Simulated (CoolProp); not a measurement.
R22 at 298.15 K and 1.62 MPa is throttled through a valve to 1.11 MPa with no heat exchange. Each further row changes one setting.

Model: reference Helmholtz-energy equation of state, Kamei 1995, in CoolProp.

| case | temperature change (K) | final phase | final density (kg/m³) |
|---|---|---|---|
| as stated | -0.0 | liquid | 1190 |
| outlet pressure 0.333 MPa | ? | ? | ? |
| outlet pressure 1.44 MPa | -0.0 | liquid | 1190 |

Question: Some entries are withheld; supply them.

Answer: 
- outlet pressure 0.333 MPa, temperature change (K): -36.8
- outlet pressure 0.333 MPa, final phase: two-phase, vapour fraction 0.205
- outlet pressure 0.333 MPa, final density (kg/m³): 67.5
